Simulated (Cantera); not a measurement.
A freely propagating, adiabatic, planar premixed flame of 5.19 % CO, 4.36 % H2, 3.12 % CH4, 16.7 % O2, 56.6 % N2, 14.0 % CO2, equivalence ratio 0.66, unburnt at 548 K and 13300 Pa; multicomponent+Soret transport, grid criteria slope 0.08 and curve 0.16, no radiation.

Detailed kinetics in Cantera: GRI-Mech 3.0 (53 species, 325 reactions). Burning velocities carry a grid error of a few per cent, more on coarse grids.

x: mole fraction of selected species; z is measured from the peak of heat release.

```json
[
 {"z (mm)": "-10.5", "T (K)": "548", "u (m/s)": "1.11", "x CO": "0.0520", "x H2": "0.0435", "x CH4": "0.0312", "x CH2": "<1e-8", "x CH2O": "<1e-8", "x H2O": "2.03e-7"},
 {"z (mm)": "-7.03", "T (K)": "548", "u (m/s)": "1.11", "x CO": "0.0520", "x H2": "0.0428", "x CH4": "0.0312", "x CH2": "<1e-8", "x CH2O": "2.39e-8", "x H2O": "4.35e-6"},
 {"z (mm)": "-5.27", "T (K)": "548", "u (m/s)": "1.11", "x CO": "0.0521", "x H2": "0.0416", "x CH4": "0.0312", "x CH2": "<1e-8", "x CH2O": "2.90e-7", "x H2O": "3.25e-5"},
 {"z (mm)": "-3.52", "T (K)": "552", "u (m/s)": "1.12", "x CO": "0.0522", "x H2": "0.0382", "x CH4": "0.0311", "x CH2": "<1e-8", "x CH2O": "6.58e-6", "x H2O": "0.000468"},
 {"z (mm)": "-1.76", "T (K)": "(withheld)", "u (m/s)": "1.31", "x CO": "0.0524", "x H2": "0.0300", "x CH4": "0.0283", "x CH2": "5.25e-8", "x CH2O": "6.07e-5", "x H2O": "0.00947"},
 {"z (mm)": "-0.879", "T (K)": "(withheld)", "u (m/s)": "1.74", "x CO": "0.0545", "x H2": "0.0247", "x CH4": "0.0203", "x CH2": "4.33e-7", "x CH2O": "0.000160", "x H2O": "0.0305"},
 {"z (mm)": "0", "T (K)": "(withheld)", "u (m/s)": "2.36", "x CO": "0.0580", "x H2": "0.0176", "x CH4": "0.00596", "x CH2": "2.42e-6", "x CH2O": "0.000226", "x H2O": "0.0651"},
 {"z (mm)": "0.879", "T (K)": "1321", "u (m/s)": "2.66", "x CO": "0.0513", "x H2": "0.00938", "x CH4": "0.000434", "x CH2": "3.70e-7", "x CH2O": "3.00e-5", "x H2O": "0.0860"},
 {"z (mm)": "1.76", "T (K)": "1378", "u (m/s)": "2.77", "x CO": "0.0425", "x H2": "0.00588", "x CH4": "1.79e-5", "x CH2": "1.90e-8", "x CH2O": "1.46e-6", "x H2O": "0.0916"},
 {"z (mm)": "3.52", "T (K)": "1448", "u (m/s)": "2.89", "x CO": "0.0325", "x H2": "0.00482", "x CH4": "3.29e-8", "x CH2": "<1e-8", "x CH2O": "<1e-8", "x H2O": "0.0935"},
 {"z (mm)": "7.03", "T (K)": "1530", "u (m/s)": "3.04", "x CO": "0.0263", "x H2": "0.00430", "x CH4": "<1e-8", "x CH2": "<1e-8", "x CH2O": "<1e-8", "x H2O": "0.0960"},
 {"z (mm)": "14.1", "T (K)": "1614", "u (m/s)": "3.19", "x CO": "0.0220", "x H2": "0.00333", "x CH4": "<1e-8", "x CH2": "<1e-8", "x CH2O": "<1e-8", "x H2O": "0.0998"},
 {"z (mm)": "28.1", "T (K)": "1693", "u (m/s)": "3.32", "x CO": "0.0167", "x H2": "0.00229", "x CH4": "<1e-8", "x CH2": "<1e-8", "x CH2O": "<1e-8", "x H2O": "0.103"}
]
```

Fill in the missing entries.


- -1.76, T (K): 650
- -0.879, T (K): 864
- 0, T (K): 1172
